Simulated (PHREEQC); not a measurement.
Dissolve 0.0036 mol/kgw H2SO4, 0.0013 mol/kgw K2SO4 and 0.00049 mol/kgw CuSO4 at 45 °C. Closed to the air; pH follows from the charge balance.

The numbers come from PHREEQC with the ion-association model, phreeqc.dat.

No solid was allowed to form.

**Question.** Estimate the pH, ionic strength.

**Answer.** pH 2.31; ionic strength 0.0124 mol/kgw.

**Question.** In which forms is Cu present?

**Answer.** Cu+2 76 %, CuSO4 24 % of the Cu.

Complexes and solids missing from the database can't appear. At this temperature some constants are extrapolated from 25 °C, and those without enthalpy data are left unchanged.
